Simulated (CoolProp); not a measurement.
Vapour-liquid equilibrium of n-octane (1) + n-dodecane (2) at 174.15 °C; x and y are mole fractions of (1).

Model: multi-fluid Helmholtz-energy mixture model, Beckmüller 2019 and Lemmon 2004; pair parameters Bell 2016, in CoolProp.

```json
[
 {"x": "0.05", "bubble pressure, mixture model (kPa)": "(withheld)", "bubble pressure, Raoult's law (kPa)": "47.80", "y, mixture model": "0.297", "y, Raoult's law": "0.344"},
 {"x": "0.2", "bubble pressure, mixture model (kPa)": "83.34", "bubble pressure, Raoult's law (kPa)": "92.19", "y, mixture model": "0.670", "y, Raoult's law": "0.714"},
 {"x": "0.35", "bubble pressure, mixture model (kPa)": "124.5", "bubble pressure, Raoult's law (kPa)": "136.6", "y, mixture model": "0.815", "y, Raoult's law": "0.843"},
 {"x": "0.5", "bubble pressure, mixture model (kPa)": "168.4", "bubble pressure, Raoult's law (kPa)": "181.0", "y, mixture model": "(withheld)", "y, Raoult's law": "0.909"},
 {"x": "0.65", "bubble pressure, mixture model (kPa)": "(withheld)", "bubble pressure, Raoult's law (kPa)": "225.4", "y, mixture model": "0.939", "y, Raoult's law": "0.949"},
 {"x": "0.8", "bubble pressure, mixture model (kPa)": "(withheld)", "bubble pressure, Raoult's law (kPa)": "269.8", "y, mixture model": "0.971", "y, Raoult's law": "0.976"},
 {"x": "0.95", "bubble pressure, mixture model (kPa)": "312.1", "bubble pressure, Raoult's law (kPa)": "314.2", "y, mixture model": "(withheld)", "y, Raoult's law": "0.995"}
]
```

**Question.** Complete the blanks.

**Answer.** 
- 0.05, bubble pressure, mixture model (kPa): 45.10
- 0.5, y, mixture model: 0.892
- 0.65, bubble pressure, mixture model (kPa): 214.5
- 0.8, bubble pressure, mixture model (kPa): 262.6
- 0.95, y, mixture model: 0.994

The largest gap from Raoult's law is -9.6 % in bubble pressure, at x = 0.2. No azeotrope shows between x = 0.05 and 0.95.

The pair parameters rest on a limited set of measurements; away from them the model extrapolates.
